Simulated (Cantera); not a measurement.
Charge: 1 mol SiHCl3, 10 mol NH3, 6.3 mol N2, at 0.133 bar.

Equilibrium computed with Cantera from the NASA thermochemical tables; the gas is ideal and each condensed phase is pure. Candidate condensed phases: NH4Cl, Si, Si3N4; 28 gas species. The tables' values for SiCl3, SiCl are old estimates; treat these amounts as uncertain. Gases not in the tables: Si2H6 and higher silanes. Rates play no part.

x: gas mole fraction; n: condensed amount in mol.

| T (K) | x H2 | x N2 | x HCl | x SiCl2 | n Si3N4(s) |
|---|---|---|---|---|---|
| 1150 | 0.507 | 0.385 | 0.108 | 1.17e-6 | 0.332 |
| 1225 | 0.507 | 0.385 | 0.108 | 6.32e-6 | 0.332 |
| 1300 | 0.507 | 0.385 | 0.108 | [?] | 0.332 |
| 1375 | 0.507 | 0.385 | 0.108 | 0.000105 | 0.331 |
| 1450 | 0.507 | 0.385 | 0.107 | 0.000338 | 0.329 |
| 1525 | 0.507 | 0.385 | 0.106 | 0.000949 | 0.323 |
| 1600 | 0.508 | 0.386 | 0.103 | 0.00233 | 0.310 |
| 1675 | 0.510 | 0.387 | 0.0975 | 0.00493 | 0.285 |
| 1750 | 0.513 | 0.389 | [?] | [?] | [?] |
| 1825 | 0.516 | 0.391 | 0.0782 | 0.0142 | 0.198 |
| 1900 | 0.519 | 0.393 | 0.0666 | 0.0197 | 0.144 |

**Question.** Complete the blanks.

**Answer.** 
- 1750, x HCl: 0.0889
- 1750, x SiCl2: 0.00899
- 1750, n Si3N4(s): 0.247
- 1300, x SiCl2: 2.80e-5
